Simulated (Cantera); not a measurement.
Charge: 1 mol Al(CH3)3, 8 mol N2, equilibrated at 0.000360 bar.

Method: chemical equilibrium by Gibbs-energy minimisation in Cantera with the NASA 1993 tables (ideal gas, pure condensed phases). Candidate condensed phases: Al, AlN, C, C6H6, C7H8, C8H18; 97 gas species. The feed counts by its element totals alone. Equilibrium is a limit: real reactors are often held back by kinetics, nucleation or transport.

Task: Which condensed phases are stable at each of these points (T (K)): 823, 973, 1123, 1273, 1423, 1573, 1723, 1873, 2023, 2173?

Result: 
```
T (K)      condensed phases  Al condensed (%)
-----  --------------------  ----------------
823    AlN(s) + C(graphite)             100.0
973    AlN(s) + C(graphite)             100.0
1123   AlN(s) + C(graphite)             100.0
1273   AlN(s) + C(graphite)             100.0
1423   AlN(s) + C(graphite)             100.0
1573   AlN(s) + C(graphite)              99.9
1723   AlN(s) + C(graphite)              89.7
1873            C(graphite)               0.0
2023            C(graphite)               0.0
2173            C(graphite)               0.0
```

From 823 K to 1723 K the condensed part is AlN(s) + C(graphite). From 1873 K to 2173 K the condensed part is C(graphite).
